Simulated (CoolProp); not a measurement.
Vapour-liquid equilibrium of hydrogen sulfide (1) + toluene (2) at 0.236 MPa; x and y are mole fractions of (1).

Model: multi-fluid Helmholtz-energy mixture model, Lemmon 2006 and Lemmon 2006; pair parameters Bell 2016, in CoolProp.

Give the bubble temperature and the first vapour's composition at x = 0.05, 0.25, 0.45. Is there an azeotrope?

x = 0.05: 66.7 °C, y = 0.897; x = 0.25: -0.3 °C, y = 0.997; x = 0.45: -17.9 °C, y = 0.999. No azeotrope shows between x = 0.05 and 0.95.

Pair parameters are fitted to limited data, so mixtures are less certain than the pure fluids.
